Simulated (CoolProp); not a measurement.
The fluid at 375.12 K and 0.214 MPa flows at 3.5 m/s in a round tube of 12.7 mm bore and 45 µm roughness, fully developed (64/Re and Nu = 3.66 if laminar; Colebrook and Gnielinski if turbulent). The same conditions are run with several fluids, on thermodynamics alone (safety and materials aside).

Values from CoolProp's reference Helmholtz-energy equation of state of each fluid (C3F8 (R218): Lemmon 2006; R143a: Lemmon and Jacobsen 2000; isobutane: Bücker 2006; R125: Lemmon 2005; n-pentane: Thol 2019).

### Question
Rank C3F8 (R218), R143a, isobutane, R125, n-pentane by Reynolds number, highest first.

### Answer
C3F8 (R218) (37500), n-pentane (27600), R125 (23000), isobutane (19500), R143a (18700)

```tsv
fluid	Darcy friction factor	pressure drop (Pa/m)	heat-transfer coefficient (W/(m² K))	mass flow (kg/h)
C3F8 (R218)	0.0303	192	178	21.0
R143a	0.0326	92.1	107	9.35
isobutane	0.0324	64.1	132	6.54
R125	0.0318	128	119	13.3
n-pentane	0.0312	78.2	163	8.30
```

Transport values come from each fluid's own correlations; those of C3F8 (R218), R143a, n-pentane are estimates that may be off by 10 % or more.
